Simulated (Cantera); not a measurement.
A Cantera script and its output.

```python
import numpy as np
import cantera as ct

gas = ct.Solution("gri30.yaml")
gas.TPX = 1950, 100000, {'CH4': 1, 'H2': 1.3, 'N2': 0.0065}
reactor = ct.IdealGasConstPressureReactor(gas, energy="off", clone=False)
net = ct.ReactorNet([reactor])
net.rtol, net.atol = 1e-08, 1e-18
show = ['CH4', 'H2', 'CH3', 'C2H6', 'H', 'C2H2']
times = np.geomspace(2e-06, 7, 14)

steps = ct.SolutionArray(gas, extra=["t"])
rows = []
print(f"{'t/s':>10s}{'T/K':>9s}{'P/Pa':>11s}" + "".join(f"{s:>11s}" for s in show))
for t in times:
    while net.time < t:
        t_next = net.step()
        steps.append(gas.state, t=t_next)
    rows.append([np.interp(t, steps.t, y) for y in (steps.T, steps.P, *steps(*show).X.T)])
    print(f"{t:10.3e}{rows[-1][0]:9.1f}{rows[-1][1]:11.4g}" + "".join(f"{x:11.3e}" for x in rows[-1][2:]))
rate = np.gradient(steps.T, steps.t)
print("integrator steps:", len(steps.t))
if steps.T.max() > steps.T[0] + 200:
    print(f"time of steepest temperature rise: {steps.t[rate.argmax()]:.4e} s")
gas.TPX = 1950, 100000, {'CH4': 1, 'H2': 1.3, 'N2': 0.0065}
gas.equilibrate("TP")
print(f"equilibrium (TP): T = {gas.T:.1f} K  " + "  ".join(f"{s} {gas[s].X[0]:.3e}" for s in show))
```

It prints:

```
       t/s      T/K       P/Pa        CH4         H2        CH3       C2H6          H       C2H2
 2.000e-06   1950.0      1e+05  4.325e-01  5.638e-01  8.372e-04  2.227e-06  6.397e-05  4.125e-09
 6.374e-06   1950.0      1e+05  4.301e-01  5.642e-01  2.553e-03  5.726e-05  1.804e-04  8.490e-07
 2.031e-05   1950.0      1e+05  4.202e-01  5.679e-01  6.237e-03  6.421e-04  4.495e-04  1.419e-04
 6.474e-05   1950.0      1e+05  3.764e-01  5.938e-01  7.956e-03  1.178e-03  6.672e-04  6.818e-03
 2.063e-04   1950.0      1e+05  2.742e-01  6.620e-01  5.896e-03  6.365e-04  7.427e-04  4.452e-02
 6.576e-04   1950.0      1e+05  1.503e-01  7.453e-01  3.362e-03  1.994e-04  8.550e-04  9.435e-02
 2.096e-03   1950.0      1e+05  6.208e-02  8.043e-01  1.463e-03  3.642e-05  9.624e-04  1.277e-01
 6.680e-03   1950.0      1e+05  2.164e-02  8.313e-01  5.295e-04  4.816e-06  1.028e-03  1.424e-01
 2.129e-02   1950.0      1e+05  8.432e-03  8.400e-01  2.097e-04  9.192e-07  1.054e-03  1.472e-01
 6.785e-02   1950.0      1e+05  6.179e-03  8.415e-01  1.542e-04  5.905e-07  1.059e-03  1.480e-01
 2.162e-01   1950.0      1e+05  6.146e-03  8.416e-01  1.534e-04  5.865e-07  1.059e-03  1.480e-01
 6.892e-01   1950.0      1e+05  6.146e-03  8.416e-01  1.534e-04  5.865e-07  1.059e-03  1.480e-01
 2.196e+00   1950.0      1e+05  6.146e-03  8.416e-01  1.534e-04  5.865e-07  1.059e-03  1.480e-01
 7.000e+00   1950.0      1e+05  6.146e-03  8.416e-01  1.534e-04  5.865e-07  1.059e-03  1.480e-01
integrator steps: 1195
equilibrium (TP): T = 1950.0 K  CH4 6.110e-03  H2 8.416e-01  CH3 1.525e-04  C2H6 5.796e-07  H 1.059e-03  C2H2 1.462e-01
```

Cantera simulation using GRI-Mech 3.0 (53 species, 325 reactions); the numbers are that mechanism's predictions, not measurements. GRI-Mech 3.0 stops at C3 and has no aromatics, soot or wall deposition, so with more carbon than oxygen in the feed, carbon stays in small species such as C2H2 where larger ones or solid carbon would form.
